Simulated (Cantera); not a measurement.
An isothermal, constant-pressure homogeneous reactor starts with N2O : N2 = 1 : 1.6 (molar parts), at 1448 K and 10.00 Torr.

Computed with Cantera and GRI-Mech 3.0 (53 species, 325 reactions). GRI-Mech 3.0 was tuned for natural gas; its chemistry of N2O as a main component is partial and can be far from experiment. Radical loss at walls, strong at low pressure, is not modelled. The temperature is held fixed by assumption; the heat of reaction is taken as removed at once.

One state of this run: x N2O = 0.377; x N2 = 0.619; x NO2 = 4.35e-8; x O = 4.28e-5; x NO = 0.00139; x O2 = 0.00244. x: mole fraction; the columns are a selection and need not sum to one.

Task: Which value of t (s) does it belong to?
A) 0.000904
B) 0.00325
C) 0.0420
D) 1.95

Result: C, 0.0420
